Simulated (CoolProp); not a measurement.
Carbon dioxide along the isobar 165 bar: fugacity coefficient from the reference equation and from simpler models built on Tc = 31.0 °C, pc = 73.77 bar, ω = 0.224; each cubic takes its own stable root.

Values from CoolProp's reference Helmholtz-energy equation of state, Span 1996.

```tsv
T (°C)	phase	reference
-4.05	liquid	0.1937
11.25	liquid	0.2626
26.55	liquid	0.3389
41.95	supercritical	0.4193
57.25	supercritical	0.4977
72.55	supercritical	0.5692
87.95	supercritical	0.6303
103.25	supercritical	0.6809
118.55	supercritical	0.7235
133.95	supercritical	0.7600
149.25	supercritical	0.7912
164.55	supercritical	0.8182
```

Problem. How far does each simpler model (van der Waals, Redlich-Kwong, Peng-Robinson) lie from the reference over these 12 states: mean and median of the absolute difference, and the worst?

Solution. 
- van der Waals: mean 12.5 %, median 6.6 %, worst +51.8 % at -4.05 °C and 165 bar
- Redlich-Kwong: mean 4.7 %, median 3.5 %, worst +15.4 % at -4.05 °C and 165 bar
- Peng-Robinson: mean 1.8 %, median 1.7 %, worst -2.3 % at 87.95 °C and 165 bar
